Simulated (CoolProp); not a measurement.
Hydrogen chloride along the isotherm 235.1 K: fugacity coefficient from the reference equation and from simpler models built on Tc = 324.7 K, pc = 8.314 MPa, ω = 0.130; each cubic takes its own stable root.

Model: reference Helmholtz-energy equation of state, Thol 2018, in CoolProp.

```tsv
p (MPa)	phase	reference	van der Waals	Redlich-Kwong	Soave-Redlich-Kwong	Peng-Robinson
0.378	gas	0.9514	0.9713	0.9620	0.9606	0.9584
0.756	gas	0.9028	0.9426	0.9242	0.9213	0.9172
1.13	liquid	0.6531	0.9142	0.7713	0.6713	0.6650
1.51	liquid	0.4920	0.8851	0.5817	0.5063	0.5011
1.89	liquid	0.3957	0.8559	0.4684	0.4076	0.4030
2.27	liquid	0.3317	0.7458	0.3930	0.3420	0.3379
2.65	liquid	0.2860	0.6461	0.3393	0.2952	0.2914
3.02	liquid	0.2526	0.5732	0.3000	0.2610	0.2574
3.4	liquid	0.2259	0.5148	0.2686	0.2336	0.2301
3.78	liquid	0.2045	0.4683	0.2434	0.2117	0.2084
4.16	liquid	0.1871	0.4303	0.2229	0.1938	0.1907
```

At some of these states van der Waals gives the other phase, because its saturation line lies elsewhere.
